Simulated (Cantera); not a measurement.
## Equilibrium for fluorocarbon and chlorocarbon gases: CH₃Cl + CH₄

A closed system holds: 1 mol CH₃Cl, 0.27 mol CH₄, at 10000 Pa.

Cantera equilibrium calculation (NASA polynomials, part measured and part estimated; ideal gas, pure solids and liquids). Candidate condensed phases: C, C₆H₆, C₇H₈, C₈H₁₈; 91 gas species. Rates play no part.

From 627 °C to 1727 °C the condensed part is C(graphite). The main C-bearing gas is CH₄ at 627 °C and C₂H₂ (acetylene) at 1727 °C.

```json
[
 {"T (°C)": "627", "log p H₂": "-1.23", "log p HCl": "-1.40", "log p CH₄": "-2.96", "log p H": "-10.55", "n C(graphite)": "1.24"},
 {"T (°C)": "727", "log p H₂": "-1.22", "log p HCl": "-1.40", "log p CH₄": "-3.46", "log p H": "-9.25", "n C(graphite)": "1.26"},
 {"T (°C)": "827", "log p H₂": "-1.22", "log p HCl": "-1.40", "log p CH₄": "-3.88", "log p H": "-8.20", "n C(graphite)": "1.27"},
 {"T (°C)": "927", "log p H₂": "-1.22", "log p HCl": "-1.40", "log p CH₄": "-4.24", "log p H": "-7.31", "n C(graphite)": "1.27"},
 {"T (°C)": "1027", "log p H₂": "-1.22", "log p HCl": "-1.40", "log p CH₄": "-4.54", "log p H": "-6.56", "n C(graphite)": "1.27"},
 {"T (°C)": "1127", "log p H₂": "-1.22", "log p HCl": "-1.40", "log p CH₄": "-4.80", "log p H": "-5.92", "n C(graphite)": "1.27"},
 {"T (°C)": "1227", "log p H₂": "-1.22", "log p HCl": "-1.40", "log p CH₄": "-5.02", "log p H": "-5.36", "n C(graphite)": "1.27"},
 {"T (°C)": "1327", "log p H₂": "-1.22", "log p HCl": "-1.40", "log p CH₄": "-5.22", "log p H": "-4.87", "n C(graphite)": "1.27"},
 {"T (°C)": "1427", "log p H₂": "-1.22", "log p HCl": "-1.41", "log p CH₄": "-5.40", "log p H": "-4.44", "n C(graphite)": "1.27"},
 {"T (°C)": "1527", "log p H₂": "-1.22", "log p HCl": "-1.41", "log p CH₄": "-5.55", "log p H": "-4.05", "n C(graphite)": "1.27"},
 {"T (°C)": "1627", "log p H₂": "-1.22", "log p HCl": "-1.41", "log p CH₄": "-5.69", "log p H": "-3.71", "n C(graphite)": "1.27"},
 {"T (°C)": "1727", "log p H₂": "-1.22", "log p HCl": "-1.41", "log p CH₄": "-5.81", "log p H": "-3.40", "n C(graphite)": "1.27"}
]
```
log p: log10 of the partial pressure in bar; n: condensed amount in mol.
